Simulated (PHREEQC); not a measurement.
Phosphoric acid bath: speciation

Consider water at 25 °C with 0.0012 mol/kgw KH2PO4, 0.0035 mol/kgw H2SO4 and 0.0063 mol/kgw NiSO4. Closed to the air; pH follows from the charge balance.

Equilibrium calculation in PHREEQC: ion-association model, wateq4f.dat.

```
Item                       Value
----------------  --------------
pH                          2.37
ionic strength    0.0263 mol/kgw
total alkalinity    -7.00 meq/kg
```

```
species  molality  activity   log γ
-------  --------  --------  ------
SO4-2     0.00639   0.00349  -0.262
H+        0.00488   0.00429  -0.056
Ni+2      0.00462   0.00249  -0.269
HSO4-     0.00170   0.00146  -0.067
NiSO4     0.00168   0.00169   0.003
K+        0.00117  0.000999  -0.069
H2PO4-   0.000778  0.000671  -0.064
```

This is a speciation only: nothing precipitates in the calculation. Species that the database lacks are ignored. H3PO4, which wateq4f.dat lacks, is added to it with the constant of phreeqc.dat. The database has no phosphate complexes of Ni.
